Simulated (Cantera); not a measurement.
A Cantera script and what it prints.

```python
import numpy as np
import cantera as ct

gas_names = """
    N NO NO2 NO3 N2 N2O O O2 O3 Pb PbO Pb2
""".split()
cond_names = """
    Pb(cr) Pb(L) PbO(rd) PbO(yw) PbO(L) PbO2(s) Pb3O4(s)
""".split()


# ... load() reads the species with a 1 bar reference pressure and builds the phases ...
atoms = {
    'Pb': {'Pb': 1},
    'O2': {'O': 2},
    'N2': {'N': 2},
}
top_T = {'Pb3O4(s)': 820}  # K; cautious upper limits of use, not melting points


# ... equilibrate(T, P, feed) seeds the gas with the atoms and calls Mixture.equilibrate('TP', solver="vcs", rtol=1e-11, max_steps=5000) ...
results = []
feed = {'Pb': 1, 'O2': 0.32, 'N2': 23}  # mol
P = 19  # Pa
for T in [973, 1023, 1073, 1123, 1173, 1223, 1273, 1323, 1373, 1423]:
    mix = equilibrate(T, P, feed)
    results.append((T, P, feed, dict(zip(mix.species_names, mix.species_moles))))

top = {s: max(r[3][s] / sum(r[3][g] for g in gas_names) for r in results) for s in gas_names}
cols = sorted((s for s in top if top[s] > 0.001), key=lambda s: -top[s])[:8]
seen = [c for c in cond_names if any(r[3].get(c, 0) > 1e-12 for r in results)]
print("log10 of partial pressures in bar; condensed amounts in mol")
print(f"{'T/K':>10s}" + "".join(f"{s[:9]:>10s}" for s in cols + seen))
for T, P, feed, n in results:
    ng = sum(n[g] for g in gas_names)
    print(f"{T:10.4g}" + "".join(f"{np.log10(max(n[s] / ng * P / 1e5, 1e-99)):10.3f}" for s in cols)
          + "".join(f"{n.get(c, 0):10.4g}" for c in seen))
```

Result:

```
log10 of partial pressures in bar; condensed amounts in mol
       T/K        N2        Pb       PbO        O2   PbO(yw)
       973    -3.728    -5.534    -6.917   -12.134    0.6251
      1023    -3.729    -5.535    -6.192   -10.020    0.5606
      1073    -3.735    -5.538    -5.536    -8.104    0.2747
      1123    -3.740    -5.523    -5.308    -7.132         0
      1173    -3.740    -5.492    -5.329    -6.735         0
      1223    -3.741    -5.446    -5.364    -6.439         0
      1273    -3.741    -5.393    -5.415    -6.224         0
      1323    -3.742    -5.340    -5.480    -6.067         0
      1373    -3.742    -5.293    -5.556    -5.952         0
      1423    -3.743    -5.253    -5.643    -5.867         0
```

Method: chemical equilibrium by Gibbs-energy minimisation in Cantera with the NASA 1993 tables (ideal gas, pure condensed phases).
